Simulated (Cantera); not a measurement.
Input (Python, Cantera) and output of one run.

```python
import numpy as np
import cantera as ct

gas_names = """
    C CH CH2 CH3 CH4 C2 C2H C2H2,acetylene C2H2,vinylidene C2H3,vinyl C2H4 C2H5 C2H6 C3 C3H3,propargyl
    C3H4,allene C3H4,propyne C3H4,cyclo- C3H5,allyl C3H6,propylene C3H6,cyclo- C3H7,n-propyl
    C3H7,i-propyl C3H8 C4 C4H2 C4H4,1,3-cyclo- C4H6,butadiene C4H6,2-butyne C4H6,cyclo- C4H8,1-butene
    C4H8,cis2-buten C4H8,tr2-butene C4H8,isobutene C4H8,cyclo- C4H9,n-butyl C4H9,i-butyl C4H9,s-butyl
    C4H9,t-butyl C4H10,isobutane C4H10,n-butane C5 C5H6,1,3cyclo- C5H8,cyclo- C5H10,1-pentene
    C5H10,cyclo- C5H11,pentyl C5H11,t-pentyl C5H12,n-pentane C5H12,i-pentane CH3C(CH3)2CH3 C6H2
    C6H5,phenyl C6H6 C6H10,cyclo- C6H12,1-hexene C6H12,cyclo- C6H13,n-hexyl C7H7,benzyl C7H8
    C7H14,1-heptene C7H15,n-heptyl C7H16,n-heptane C8H8,styrene C8H10,ethylbenz C8H16,1-octene
    C8H17,n-octyl C8H18,isooctane C8H18,n-octane C9H19,n-nonyl C10H8,naphthale C10H21,n-decyl
    C12H9,o-bipheny C12H10,bipheny H H2 Si SiC SiC2 SiC4H12 SiH SiH2 SiH3 SiH4 Si2 Si2C Si3
""".split()
cond_names = """
    C(gr) C6H6(L) C7H8(L) C8H18(L),n-octa Si(cr) Si(L) SiC(b)
""".split()


def load(file, names, dense=False):
    # The tables refer to 1 bar. Condensed volumes are neglected.
    table = {s.name: s for s in ct.Species.list_from_file(file)}
    out = []
    for n in names:
        d = dict(table[n].input_data)
        d["thermo"] = dict(d["thermo"], **{"reference-pressure": 1e5})
        if dense:
            d["equation-of-state"] = {"model": "constant-volume", "density": "1e6 g/cm^3"}
        out.append(ct.Species.from_dict(d))
    return out


gas = ct.Solution(thermo="ideal-gas", species=load("nasa_gas.yaml", gas_names))
cond = {s.name: ct.Solution(thermo="fixed-stoichiometry", species=[s], name=s.name)
        for s in load("nasa_condensed.yaml", cond_names, dense=True)}
atoms = {
    'CH3SiH3': {'C': 1, 'H': 6, 'Si': 1},
    'C2H4': {'C': 2, 'H': 4},
    'H2': {'H': 2},
}
top_T = {'C(gr)': 4500, 'SiC(b)': 3050}  # K; cautious upper limits of use, not melting points


def equilibrate(T, P, feed):
    n = {}
    for name, mol in feed.items():
        for a, k in atoms[name].items():
            n[a] = n.get(a, 0.0) + k * mol
    gas.TPX = T, P, n
    mass = sum(n.values()) * gas.mean_molecular_weight
    gas.equilibrate("TP")
    valid = [c for c in cond.values() if c.min_temp <= T <= top_T.get(c.name, c.max_temp)]
    mix = ct.Mixture([(gas, mass / gas.mean_molecular_weight)] + [(c, 0.0) for c in valid])
    mix.T, mix.P = T, P
    mix.equilibrate("TP", solver="vcs", rtol=1e-11, max_steps=5000)
    return mix


results = []
feed = {'CH3SiH3': 1, 'C2H4': 0.82, 'H2': 90}  # mol
P = 27000  # Pa
for T in [998, 1148, 1298, 1448, 1598, 1748, 1898, 2048, 2198, 2348, 2498, 2648]:
    mix = equilibrate(T, P, feed)
    results.append((T, P, feed, dict(zip(mix.species_names, mix.species_moles))))

top = {s: max(r[3][s] / sum(r[3][g] for g in gas_names) for r in results) for s in gas_names}
cols = sorted((s for s in top if top[s] > 0.001), key=lambda s: -top[s])[:9]
seen = [c for c in cond_names if any(r[3].get(c, 0) > 1e-12 for r in results)]
print("log10 of partial pressures in bar; condensed amounts in mol")
print(f"{'T/K':>10s}" + "".join(f"{s[:9]:>10s}" for s in cols + seen))
for T, P, feed, n in results:
    ng = sum(n[g] for g in gas_names)
    print(f"{T:10.4g}" + "".join(f"{np.log10(max(n[s] / ng * P / 1e5, 1e-99)):10.3f}" for s in cols)
          + "".join(f"{n.get(c, 0):10.4g}" for c in seen))
```

It prints:

```
log10 of partial pressures in bar; condensed amounts in mol
       T/K        H2         H       CH4 C2H2,acet        Si      SiC2     C(gr)    SiC(b)
       998    -0.576    -8.956    -2.322    -9.860   -19.056   -24.976         0         1
      1148    -0.571    -7.431    -2.766    -8.002   -15.656   -20.140     1.043         1
      1298    -0.570    -6.255    -3.238    -6.823   -12.924   -16.555     1.438         1
      1448    -0.569    -5.320    -3.615    -5.892   -10.763   -13.721     1.554         1
      1598    -0.569    -4.558    -3.921    -5.139    -9.010   -11.427     1.593         1
      1748    -0.569    -3.926    -4.174    -4.516    -7.562    -9.534     1.595    0.9999
      1898    -0.570    -3.392    -4.387    -3.994    -6.344    -7.946     1.554    0.9996
      2048    -0.571    -2.935    -4.568    -3.551    -5.307    -6.596     1.435    0.9967
      2198    -0.575    -2.542    -4.727    -3.171    -4.414    -5.434     1.174    0.9774
      2348    -0.582    -2.199    -4.873    -2.844    -3.636    -4.425    0.7099    0.8656
      2498    -0.597    -1.902    -5.016    -2.567    -2.953    -3.541   0.08371    0.2974
      2648    -0.617    -1.641    -5.253    -2.523    -2.750    -3.358         0         0
```

These are equilibrium values from Cantera (NASA tables, ideal gas, pure condensed phases), not measurements of a reactor. The feed counts by its element totals alone. Gases not in the tables: Si2H6 and higher silanes.
